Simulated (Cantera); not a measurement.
Feed: 1 mol C₆H₆, 0.02 mol O₂, 30 mol N₂, held at 10.0 Torr.

Cantera equilibrium calculation (NASA polynomials, part measured and part estimated; ideal gas, pure solids and liquids). Candidate condensed phases: C, C₆H₆, C₇H₈, C₈H₁₈, H₂O; 136 gas species. Kinetics and transport are ignored. All values below are at 1725 °C.

Base state: N₂ 0.904, H₂ 0.0863, HCN 0.00409, H 0.00408, CO 0.00121, HNC 0.000231, C₂H₂ (acetylene) 6.55e-5 (mole fractions); condensed: C(graphite).

What changes in the equilibrium state with this change: C₆H₆ replaced by n-butane?


```tsv
species	before	after
N₂	0.904	0.851
H₂	0.0863	0.137
H	0.00408	0.00514
C₂H₂ (acetylene)	6.55e-5	0.000104
HCN	0.00409	0.00500
HNC	0.000231	0.000283
CO	0.00121	0.00114
C(graphite), mol	5.81	3.77
```
